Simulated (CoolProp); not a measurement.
Properties of C2F6 (R116) along the isotherm 296.9 K.

The numbers come from the reference Helmholtz-energy equation of state, Lemmon 2006 in CoolProp. It is a short technical equation, of lower accuracy than the large ones.

```csv
p (kPa),phase,speed of sound (m/s),isothermal compressibility (1/MPa),fugacity coefficient
109,gas,138.0,9.282,0.9886
218,gas,136.7,4.698,0.9773
327,gas,135.3,3.172,0.9660
435,gas,133.9,2.417,0.9549
544,gas,132.5,1.960,0.9436
653,gas,131.0,…,0.9324
762,gas,129.5,1.443,0.9212
871,gas,…,1.283,0.9101
980,gas,126.4,1.161,0.8989
1090,gas,…,1.064,…
1200,gas,123.1,0.9862,0.8765
1310,gas,121.3,…,…
1410,gas,119.7,0.8760,0.8551
1520,gas,…,0.8331,…
```

Q: Complete the blanks.

A: 
- 653, isothermal compressibility (1/MPa): 1.657
- 871, speed of sound (m/s): 128.0
- 1090, speed of sound (m/s): 124.8
- 1090, fugacity coefficient: 0.8877
- 1310, isothermal compressibility (1/MPa): 0.9232
- 1310, fugacity coefficient: 0.8652
- 1520, speed of sound (m/s): 117.9
- 1520, fugacity coefficient: 0.8438
